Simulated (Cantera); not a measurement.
Input: 1 mol Al(CH3)3, a varied amount of NH3, 63 mol N2, equilibrated at 11.0 Pa.

Method: chemical equilibrium by Gibbs-energy minimisation in Cantera with the NASA 1993 tables (ideal gas, pure condensed phases). Candidate condensed phases: Al, AlN, C, C6H6, C7H8, C8H18; 97 gas species. The feed counts by its element totals alone. Kinetics and transport are ignored.

**Question.** What condenses at these points (T in °C, n(NH3) in mol): (1827, 18); (1377, 18); (1577, 23); (1577, 36); (1927, 72); (1877, 18)?

**Answer.** 
```json
[
 {"T (°C)": "1827", "n(NH3) in mol": "18", "condensed phases": "C", "Al condensed (%)": "0.0"},
 {"T (°C)": "1377", "n(NH3) in mol": "18", "condensed phases": "AlN + C", "Al condensed (%)": "30.2"},
 {"T (°C)": "1577", "n(NH3) in mol": "23", "condensed phases": "C", "Al condensed (%)": "0.0"},
 {"T (°C)": "1577", "n(NH3) in mol": "36", "condensed phases": "C", "Al condensed (%)": "0.0"},
 {"T (°C)": "1927", "n(NH3) in mol": "72", "condensed phases": "gas only", "Al condensed (%)": "0.0"},
 {"T (°C)": "1877", "n(NH3) in mol": "18", "condensed phases": "C", "Al condensed (%)": "0.0"}
]
```
